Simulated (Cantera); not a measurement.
# Carbon deposition, reforming and gasification: toluene + H₂O + N₂

Feed: 1 mol toluene, 0.34 mol H₂O, a varied amount of N₂, at 523.15 K and 1.00 Torr.

Method: chemical equilibrium by Gibbs-energy minimisation in Cantera with the NASA 1993 tables (ideal gas, pure condensed phases). Candidate condensed phases: C, C₆H₆, C₇H₈, C₈H₁₈, H₂O; 136 gas species. Equilibrium is a limit: real reactors are often held back by kinetics, nucleation or transport.

```json
[
 {"n(N₂) (mol)": "0.46", "x N₂": "0.126", "x H₂": "0.471", "x CH₄": "0.313", "x H₂O": "0.0882", "n C(graphite)": "5.85"},
 {"n(N₂) (mol)": "0.67", "x N₂": "0.172", "x H₂": "0.453", "x CH₄": "0.289", "x H₂O": "0.0830", "n C(graphite)": "5.86"},
 {"n(N₂) (mol)": "0.98", "x N₂": "0.232", "x H₂": "0.430", "x CH₄": "0.260", "x H₂O": "0.0763", "n C(graphite)": "5.89"},
 {"n(N₂) (mol)": "1.4", "x N₂": "0.299", "x H₂": "0.402", "x CH₄": "0.228", "x H₂O": "0.0688", "n C(graphite)": "5.92"},
 {"n(N₂) (mol)": "2.1", "x N₂": "0.387", "x H₂": "0.365", "x CH₄": "0.188", "x H₂O": "0.0592", "n C(graphite)": "5.97"},
 {"n(N₂) (mol)": "3.1", "x N₂": "0.478", "x H₂": "0.324", "x CH₄": "0.148", "x H₂O": "0.0493", "n C(graphite)": "6.03"},
 {"n(N₂) (mol)": "4.5", "x N₂": "0.565", "x H₂": "0.282", "x CH₄": "0.112", "x H₂O": "0.0400", "n C(graphite)": "6.10"},
 {"n(N₂) (mol)": "6.6", "x N₂": "0.651", "x H₂": "0.238", "x CH₄": "0.0795", "x H₂O": "0.0312", "n C(graphite)": "6.18"},
 {"n(N₂) (mol)": "9.7", "x N₂": "0.727", "x H₂": "0.195", "x CH₄": "0.0535", "x H₂O": "0.0236", "n C(graphite)": "6.27"},
 {"n(N₂) (mol)": "14", "x N₂": "0.789", "x H₂": "0.157", "x CH₄": "0.0349", "x H₂O": "0.0175", "n C(graphite)": "6.37"}
]
```
x: gas mole fraction; n: condensed amount in mol.

From 0.46 mol N₂ to 14 mol N₂ the condensed part is C(graphite). The main C-bearing gas is CH₄ throughout. The share of C in condensed phases is highest at 14 mol N₂ (90.9 %) and lowest at 0.46 mol N₂ (83.5 %).
